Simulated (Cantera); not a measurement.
Charge: 1 mol Si, 1.2 mol Cl2, equilibrated at 498.15 K and 0.290 bar.

Method: chemical equilibrium by Gibbs-energy minimisation in Cantera with the NASA 1993 tables (ideal gas, pure condensed phases). Candidate condensed phases: Si; 9 gas species. Equilibrium is a limit: real reactors are often held back by kinetics, nucleation or transport.

Base state: SiCl4 1.00 (mole fractions); condensed: Si(s).

Q: What changes in the equilibrium state with this change: temperature from 498.15 K to 1023.15 K?

A: 
```tsv
species	before	after
SiCl4	1.00	0.988
SiCl3	2.20e-8	0.0102
SiCl2	<1e-9	0.00223
Si(s), mol	0.400	0.398
```
The tables' values for SiCl3 are old estimates; treat these amounts as uncertain.
